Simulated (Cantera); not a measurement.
A closed system holds: 1 mol S, 0.41 mol SO2, at 3275 K and 0.188 Torr.

These are equilibrium values from Cantera (NASA tables, ideal gas, pure condensed phases), not measurements of a reactor. Candidate condensed phases: S; 10 gas species. Rates play no part.

Base state: S 0.630, O 0.363, SO 0.00637, O2 0.000456, S2 0.000354, SO2 1.25e-5 (mole fractions); condensed: gas only.

**Question.** What changes in the equilibrium state with this change: pressure from 0.188 Torr to 0.900 Torr?

**Answer.** 
```tsv
species	before	after
S	0.630	0.621
O	0.363	0.347
SO	0.00637	0.0288
SO2	1.25e-5	0.000258
S2	0.000354	0.00165
O2	0.000456	0.00199
```

**Question.** What changes in the equilibrium state with this change: 0.0022 mol CH4 added?

**Answer.** 
| species | before | after |
|---|---|---|
| S | 0.630 | 0.627 |
| O | 0.363 | 0.361 |
| SO | 0.00637 | 0.00631 |
| H | 0 | 0.00395 |
| CO | 0 | 0.000989 |
| SO2 | 1.25e-5 | 1.23e-5 |
| O2 | 0.000456 | 0.000450 |
Further candidate phases: C, C6H6, C7H8, C8H18, H2O, H2SO4.
